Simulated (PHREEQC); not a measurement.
Dissolve 0.0025 mol Cu(NO3)2, 3.5e-05 mol HBF4 and 0.00066 mol NaCl per kg of water at 25 °C. Closed to the air; pH follows from the charge balance.

All values are PHREEQC results (ion-association model, phreeqc.dat), not measurements.

Precipitation was switched off in this run.

**Question.** Order these F species by the share of F that they hold, largest first: CuF+, F-, HF.

**Answer.** F- (84 %), HF (13 %), CuF+ (2.7 %)

The pH is 3.95 and the ionic strength 0.00827 mol/kgw. Real BF4- forms and hydrolyses slowly; the run takes it at equilibrium.
